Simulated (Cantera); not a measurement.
Standard-state values (1 bar) from the NASA 1993 polynomials, evaluated with Cantera. Values are per mole of reaction as written; species without (g) are pure solids or liquids, kept so even where they would boil at 1 bar.

a) 0.8 Ta + O2(g) → 0.4 Ta2O5
b) 1.333 B + O2(g) → 0.6667 B2O3(g)
c) Zr + O2(g) → ZrO2(g)

Question: Order these by ΔG° at 300 K, most negative first.

Answer: a (-764 kJ), b (-550 kJ), c (-295 kJ)
